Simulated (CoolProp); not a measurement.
1-butene along the isobar 101 kPa: Z from the reference equation and from simpler models built on Tc = 419.3 K, pc = 4006 kPa, ω = 0.192; each cubic takes its own stable root.

Values from CoolProp's reference Helmholtz-energy equation of state, Lemmon 2005. It is a short technical equation, of lower accuracy than the large ones.

```csv
T (K),phase,reference,Redlich-Kwong,Soave-Redlich-Kwong,Peng-Robinson
153,liquid,0.005959,___,0.006585,0.005875
171.3,liquid,___,0.006025,0.005988,___
189.5,liquid,0.005071,___,0.005522,0.004914
207.7,liquid,0.004754,0.005213,0.005151,0.004578
225.9,liquid,0.004497,0.004929,0.004854,0.004309
244.1,liquid,0.004288,___,0.004619,___
262.3,liquid,___,0.9678,0.004437,0.003927
280.6,gas,0.9653,___,0.9712,0.9699
298.8,gas,0.9724,0.9775,0.9759,0.9747
317,gas,0.9776,0.9809,0.9797,0.9785
335.2,gas,0.9815,0.9837,0.9827,0.9816
353.4,gas,0.9846,0.9859,0.9853,0.9841
```

### Question
Fill in the missing entries.

### Answer

- 153, Redlich-Kwong: 0.006607
- 171.3, reference: 0.005463
- 171.3, Peng-Robinson: 0.005336
- 189.5, Redlich-Kwong: 0.005572
- 244.1, Redlich-Kwong: 0.004707
- 244.1, Peng-Robinson: 0.004094
- 262.3, reference: 0.004119
- 280.6, Redlich-Kwong: 0.9732

At some of these states Redlich-Kwong gives the other phase, because its saturation line lies elsewhere.
